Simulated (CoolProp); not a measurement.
A Linde-Hampson liquefier for oxygen: isothermal reversible compression at 300 K from 1 atm to 40 MPa, throttling to 1 atm, return gas leaving the recuperator 10 K below the feed. Each further row changes one setting.

Values from CoolProp's reference Helmholtz-energy equation of state, Schmidt 1985.

```csv
case,liquid yield per pass,compression work (kJ/kg of gas)
as stated,0.136,458
high pressure 80 MPa,0.136,524
warm-end temperature 330 K,0.101,510
warm-end gap 15 K,0.126,458
```

Above 300 K oxygen's equation is extrapolated.
